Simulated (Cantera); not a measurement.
What does this Cantera script print?

```python
import numpy as np
import cantera as ct

gas = ct.Solution("gri30.yaml")
gas.TPX = 550, 100000, {'C3H8': 1, 'O2': 3.85, 'N2': 14.5}
flame = ct.FreeFlame(gas, width=0.04)
flame.set_refine_criteria(ratio=3, slope=0.08, curve=0.16)
flame.transport_model = "mixture-averaged"
flame.solve(loglevel=0, auto=True)
z, T = flame.grid, flame.T
thick = (T[-1] - T[0]) / np.gradient(T, z).max()
show = ['C3H8', 'O2', 'NO2', 'OH', 'NO', 'CH2O']
print(f"laminar burning velocity  {flame.velocity[0] * 100:.3f} cm/s")
print(f"burnt temperature         {T[-1]:.1f} K")
print(f"thermal thickness         {thick * 1e3:.4f} mm")
print(f"grid points               {len(z)}")
z0 = z[flame.heat_release_rate.argmax()]
print(f"{'z/mm':>9s}{'T/K':>9s}{'u/(m/s)':>9s}" + "".join(f"{s:>11s}" for s in show))
rows = []
for k in (-3, -2, -1.5, -1, -0.5, -0.25, 0, 0.25, 0.5, 1, 2, 4, 8):
    zz = z0 + k * thick
    rows.append([k * thick, np.interp(zz, z, T), np.interp(zz, z, flame.velocity),
                 *(np.interp(zz, z, flame.X[gas.species_index(s)]) for s in show)])
    print(f"{rows[-1][0] * 1e3:9.3f}{rows[-1][1]:9.1f}{rows[-1][2]:9.3f}" + "".join(f"{x:11.3e}" for x in rows[-1][3:]))
```

It prints:

```
laminar burning velocity  119.835 cm/s
burnt temperature         2283.4 K
thermal thickness         0.2779 mm
grid points               144
     z/mm      T/K  u/(m/s)       C3H8         O2        NO2         OH         NO       CH2O
   -0.834    550.1    1.201  5.159e-02  1.986e-01  1.124e-10  7.624e-13  5.751e-10  1.641e-07
   -0.556    551.8    1.209  5.142e-02  1.977e-01  2.294e-09  2.533e-10  9.352e-09  3.760e-06
   -0.417    560.6    1.234  5.115e-02  1.959e-01  1.545e-08  1.192e-08  5.655e-08  2.842e-05
   -0.278    620.4    1.383  5.002e-02  1.886e-01  9.481e-08  6.647e-07  4.350e-07  2.450e-04
   -0.139   1013.4    2.350  3.520e-02  1.472e-01  1.467e-07  2.707e-05  4.104e-06  1.541e-03
   -0.069   1420.6    3.426  1.149e-02  1.007e-01  6.351e-08  3.414e-04  9.503e-06  1.927e-03
    0.000   1797.0    4.448  3.831e-04  5.292e-02  1.341e-08  1.809e-03  1.947e-05  7.901e-04
    0.069   1992.4    4.957  6.971e-07  2.407e-02  2.854e-09  4.175e-03  3.512e-05  1.771e-04
    0.139   2057.7    5.111  2.328e-10  1.150e-02  2.277e-09  5.850e-03  5.052e-05  3.228e-05
    0.278   2092.2    5.170  1.488e-17  4.671e-03  2.529e-09  6.662e-03  6.708e-05  4.871e-07
    0.556   2121.8    5.221  5.022e-26  2.962e-03  2.586e-09  6.364e-03  7.627e-05  1.245e-09
    1.111   2157.9    5.296  1.167e-34  2.192e-03  2.640e-09  5.719e-03  8.227e-05  8.973e-10
    2.223   2200.1    5.385 -1.123e-38  1.411e-03  2.723e-09  4.740e-03  8.959e-05  9.171e-10
```

Computed with Cantera and GRI-Mech 3.0 (53 species, 325 reactions). GRI-Mech 3.0 was tuned for natural gas; its chemistry of propane as a main component is partial and can be far from experiment. Burning velocities carry a grid error of a few per cent, more on coarse grids.
